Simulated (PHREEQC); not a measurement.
3.4 g of hydrous ferric oxide (600 m²/g; 0.2 weak and 0.005 strong sites per Fe, Dzombak-Morel constants, diffuse double layer) in 1 kg of water with 0.05 mol/kgw of an inert sodium salt, at 25 °C; the pH is set by adding NaOH or the inert anion's acid. O2 is buffered at 0.21 atm. No CO2 enters from the air. No solid was allowed to form.

Base run: PHREEQC, ion-association model, wateq4f.dat. Each further column changes one thing. The table gives surface charge σ (C/m²).

| pH | base | background salt from 0.05 to 0.005 mol/kgw | oxide from 3.4 to 17 g/kgw | 0.0021 mol/kgw SrCl2 added |
|---|---|---|---|---|
| 3 | 0.358 | … | 0.360 | 0.359 |
| 3.38 | 0.343 | … | 0.348 | 0.346 |
| 4.12 | 0.284 | 0.184 | 0.293 | 0.289 |
| 4.5 | 0.241 | 0.141 | 0.250 | 0.246 |
| 5.25 | 0.156 | … | 0.161 | 0.161 |
| 5.62 | 0.120 | 0.056 | 0.124 | 0.124 |
| 6.38 | 0.065 | 0.026 | 0.066 | 0.068 |
| 6.75 | 0.045 | 0.017 | 0.046 | 0.048 |
| 7.5 | 0.017 | 0.006 | 0.017 | 0.020 |
| 7.88 | 0.006 | 0.002 | 0.006 | 0.009 |
| 8.62 | -0.014 | -0.005 | -0.014 | -0.007 |
| 9 | -0.026 | -0.009 | -0.026 | -0.014 |

Problem. Some entries are withheld; supply them.

Solution. 
- 3, background salt from 0.05 to 0.005 mol/kgw: 0.319
- 3.38, background salt from 0.05 to 0.005 mol/kgw: 0.278
- 5.25, background salt from 0.05 to 0.005 mol/kgw: 0.078

The oxide is taken as insoluble; below pH 4 it would dissolve.
